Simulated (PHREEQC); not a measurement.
Consider water at 76 °C with 2.2 mmol/kgw MnSO4 and 0.28 mmol/kgw NaBF4. Closed to the air; pH follows from the charge balance.

Model: ion-association model, phreeqc.dat, run in PHREEQC.

No solid was allowed to form.

Problem. What pH, specific conductance does the model give?

Solution. pH 3.65; specific conductance 1200 µS/cm.

Problem. In which forms is Mn present?

Solution. Mn+2 77 %, MnSO4 23 % of the Mn.

Complexes and solids missing from the database can't appear. At this temperature some constants are extrapolated from 25 °C, and those without enthalpy data are left unchanged. Real BF4- forms and hydrolyses slowly; the run takes it at equilibrium.
